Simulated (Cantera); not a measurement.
Cantera run, input and output.

```python
import numpy as np
import cantera as ct

surf = ct.Interface("diamond.yaml", "diamond_100")
gas, bulk = surf.adjacent["gas"], surf.adjacent["diamond"]
k = surf.kinetics_species_index(bulk.species_names[0])
cover = ["c6HH", "c6H*", "c6*H", "c6**", "c6HM", "c6B"]

rows, drift = [], 0.0
print(f"{'P':>10s}{'um/h':>11s}" + "".join(f"{s:>11s}" for s in cover))
for v in [390, 650, 1100, 1700, 2800, 4600, 7600, 12000]:
    T, P, xH, xCH3 = 1325, v, 0.0055, 0.00015
    gas.TPX = T, P, {"H": xH, "CH3": xCH3, "CH4": 0.0036, "H2": 1 - xH - xCH3 - 0.0036}
    surf.TP = bulk.TP = T, P
    surf.coverages = "c6H*:0.1, c6HH:0.9"
    surf.advance_coverages(100.0)
    before = surf.coverages
    surf.advance_coverages(100.0)
    drift = max(drift, np.max(np.abs(surf.coverages - before) / (surf.coverages + 1e-9)))
    rate = surf.net_production_rates[k] * bulk.mean_molecular_weight / bulk.density * 3.6e9
    rows.append([rate, *surf[cover].coverages])
    print(f"{v:10.4g}{rate:11.4e}" + "".join(f"{x:11.3e}" for x in rows[-1][1:]))
```

Output:

```
         P       um/h       c6HH       c6H*       c6*H       c6**       c6HM        c6B
       390 5.9645e-02  3.726e-01  5.156e-02  5.289e-01  4.658e-02  1.517e-05  1.619e-10
       650 1.1943e-01  3.727e-01  5.156e-02  5.288e-01  4.654e-02  2.653e-05  3.241e-10
      1100 2.3448e-01  3.727e-01  5.156e-02  5.288e-01  4.651e-02  4.651e-05  6.363e-10
      1700 4.0298e-01  3.727e-01  5.156e-02  5.287e-01  4.649e-02  7.314e-05  1.094e-09
      2800 7.4839e-01  3.727e-01  5.157e-02  5.286e-01  4.647e-02  1.214e-04  2.031e-09
      4600 1.4060e+00  3.726e-01  5.158e-02  5.285e-01  4.646e-02  1.984e-04  3.815e-09
      7600 2.7384e+00  3.726e-01  5.160e-02  5.283e-01  4.646e-02  3.210e-04  7.431e-09
   1.2e+04 5.1803e+00  3.725e-01  5.163e-02  5.281e-01  4.645e-02  4.890e-04  1.406e-08
```

Cantera simulation using the Harris–Goodwin 1993 mechanism for the reconstructed diamond (100) surface; the numbers are that mechanism's predictions, not measurements.
